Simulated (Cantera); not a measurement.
A perfectly stirred reactor is fed with 14.4 % CH4, 30.4 % H2O, 55.2 % H2, at 2.20 bar; it is held at 2100 K, and followed from long to short residence time.

Cantera simulation using GRI-Mech 3.0 (53 species, 325 reactions); the numbers are that mechanism's predictions, not measurements.

**Question.** Predict: x(CH4) at τ = 4.70 s; x(H2O) at τ = 4.70 s; x(H2) at τ = 4.70 s; x(CH2O) at τ = 4.70 s; x(CH4) at τ = 0.120 s; x(H2O) at τ = 0.120 s; x(H2) at τ = 0.120 s; x(CH2O) at τ = 0.120 s.

**Answer.** 
* **x(CH4) at τ = 4.70 s**: 0.000179
* **x(H2O) at τ = 4.70 s**: 0.121
* **x(H2) at τ = 4.70 s**: 0.765
* **x(CH2O) at τ = 4.70 s**: 8.92e-8
* **x(CH4) at τ = 0.120 s**: 0.00356
* **x(H2O) at τ = 0.120 s**: 0.130
* **x(H2) at τ = 0.120 s**: 0.758
* **x(CH2O) at τ = 0.120 s**: 4.09e-7
